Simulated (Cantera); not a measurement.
A closed system holds: 1 mol TEOS, 0.13 mol H2O, equilibrated at 1025 K and 21.8 Torr.

Method: chemical equilibrium by Gibbs-energy minimisation in Cantera with the NASA 1993 tables (ideal gas, pure condensed phases). Candidate condensed phases: C, C6H6, C7H8, C8H18, H2O, Si, SiC, SiO2; 123 gas species. The feed counts by its element totals alone. Rates play no part.

Base state: H2 0.825, CO 0.173, CH4 0.00145, H2O 0.00109, CO2 0.000297 (mole fractions); condensed: C(graphite) + SiO2(β-quartz).

### Question
What changes in the equilibrium state with this change: pressure from 21.8 Torr to 5.03 Torr?

### Answer
```json
[
 {"species": "H2", "before": "0.825", "after": "0.826"},
 {"species": "CO", "before": "0.173", "after": "0.173"},
 {"species": "CH4", "before": "0.00145", "after": "0.000336"},
 {"species": "H2O", "before": "0.00109", "after": "0.000255"},
 {"species": "CO2", "before": "0.000297", "after": "6.93e-5"},
 {"species": "C(graphite), mol", "before": "5.87", "after": "5.87"},
 {"species": "SiO2(β-quartz), mol", "before": "1.00", "after": "1.00"}
]
```
